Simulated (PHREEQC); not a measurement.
Solution (20 °C): 1.2 mol/kgw NaBr, 0.051 mol/kgw Na2B4O7 and 2.1 mol/kgw NaCl. It is in equilibrium with CO2 at log p = -3.5 (atm). Otherwise closed; pH follows from the charge balance.

All values are PHREEQC results (Pitzer model, pitzer.dat), not measurements.

Precipitation was switched off in this run.

Question: Order these B species by the share of B that they hold, largest first: B(OH)4-, B(OH)3, B3O3(OH)4-, B4O5(OH)4-2.

Answer: B4O5(OH)4-2 (36 %), B(OH)3 (27 %), B(OH)4- (23 %), B3O3(OH)4- (14 %)

Question: Order these C species by the share of C that they hold, largest first: CO3-2, CO2, HCO3-.

Answer: HCO3- (79 %), CO3-2 (21 %), CO2 (0.10 %)

The pH is 8.60 and the ionic strength 3.42 mol/kgw. Complexes and solids missing from the database can't appear. In brines, pH and single-ion activities rest on the MacInnes convention.
